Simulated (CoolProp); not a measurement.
Isopentane along the isotherm 406.7 K: Z from the reference equation and from simpler models built on Tc = 460.3 K, pc = 3.378 MPa, ω = 0.227; each cubic takes its own stable root.

The numbers come from the reference Helmholtz-energy equation of state, Lemmon 2006 in CoolProp. It is a short technical equation, of lower accuracy than the large ones.

```tsv
p (MPa)	phase	reference	van der Waals	Soave-Redlich-Kwong	Peng-Robinson
0.106	gas	0.9837	0.9873	0.9839	0.9826
0.211	gas	0.9670	0.9745	0.9677	0.9650
0.317	gas	0.9497	0.9612	0.9508	0.9468
0.422	gas	0.9319	0.9478	0.9336	0.9282
0.528	gas	0.9134	0.9338	0.9157	0.9091
0.633	gas	0.8944	0.9195	0.8974	0.8895
0.739	gas	0.8743	0.9047	0.8783	0.8691
0.845	gas	0.8534	0.8894	0.8584	0.8479
0.95	gas	0.8316	0.8737	0.8379	0.8262
1.06	gas	0.8074	0.8567	0.8154	0.8024
1.16	gas	0.7840	0.8405	0.7938	0.7796
1.27	gas	0.7564	0.8220	0.7687	0.7532
1.37	gas	0.7290	0.8043	0.7442	0.7276
1.48	liquid	0.06626	0.7837	0.07608	0.06709
1.58	liquid	0.07063	0.7639	0.08097	0.07142
1.69	liquid	0.07542	0.7405	0.08632	0.07616
```

At some of these states van der Waals gives the other phase, because its saturation line lies elsewhere.
